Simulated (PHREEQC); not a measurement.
Dissolve 51 mmol/kgw NH4Cl and 0.78 mmol/kgw KOH at 25 °C. Closed to the air; pH follows from the charge balance.

Computed with PHREEQC (ion-association model, phreeqc.dat).

| quantity | before | after |
|---|---|---|
| pH | 7.54 | 1.97 |
| ionic strength (mol/kgw) | 0.0510 | 0.228 |

What was changed between the two runs?
A. diluted 100-fold with water
B. NH4Cl replaced by FeCl3 at the same molality
C. NH4Cl from 0.051 to 0.0255 mol/kgw
D. KOH from 0.00078 to 7.8e-05 mol/kgw
E. KOH from 0.00078 to 0.000702 mol/kgw

B, NH4Cl replaced by FeCl3 at the same molality

No solid was allowed to form. Some of these states are supersaturated (in Hematite (slow to form), Goethite (slow to form), for instance).
